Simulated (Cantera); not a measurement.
Charge: 1 mol SiC, a varied amount of N2O, 3.1 mol N2, equilibrated at 998 K and 290000 Pa.

These are equilibrium values from Cantera (NASA tables, ideal gas, pure condensed phases), not measurements of a reactor. Candidate condensed phases: C, Si, SiC, SiO2, Si2N2O, Si3N4; 34 gas species. The numbers say what is thermodynamically allowed, not how fast it happens.

**Question.** Which condensed phases are stable at each of these points (n(N2O) (mol)): 0.27, 0.34, 0.44, 0.55, 0.7, 0.9, 1.1, 1.4, 1.8, 2.3, 3, 3.8, 4.8?

**Answer.** 
| n(N2O) (mol) | condensed phases | Si condensed (%) |
|---|---|---|
| 0.27 | C(graphite) + Si2N2O(s) + Si3N4(s) | 100.0 |
| 0.34 | C(graphite) + Si2N2O(s) + Si3N4(s) | 100.0 |
| 0.44 | C(graphite) + Si2N2O(s) + Si3N4(s) | 100.0 |
| 0.55 | C(graphite) + SiO2(β-quartz) + Si2N2O(s) | 100.0 |
| 0.7 | C(graphite) + SiO2(β-quartz) + Si2N2O(s) | 100.0 |
| 0.9 | C(graphite) + SiO2(β-quartz) + Si2N2O(s) | 100.0 |
| 1.1 | C(graphite) + SiO2(β-quartz) + Si2N2O(s) | 100.0 |
| 1.4 | C(graphite) + SiO2(β-quartz) + Si2N2O(s) | 100.0 |
| 1.8 | C(graphite) + SiO2(β-quartz) + Si2N2O(s) | 100.0 |
| 2.3 | C(graphite) + SiO2(β-quartz) | 100.0 |
| 3 | C(graphite) + SiO2(β-quartz) | 100.0 |
| 3.8 | SiO2(β-quartz) | 100.0 |
| 4.8 | SiO2(β-quartz) | 100.0 |

From 0.27 mol N2O to 0.44 mol N2O the condensed part is C(graphite) + Si2N2O(s) + Si3N4(s). From 0.55 mol N2O to 1.8 mol N2O the condensed part is C(graphite) + SiO2(β-quartz) + Si2N2O(s). From 2.3 mol N2O to 3 mol N2O the condensed part is C(graphite) + SiO2(β-quartz). From 3.8 mol N2O to 4.8 mol N2O the condensed part is SiO2(β-quartz).
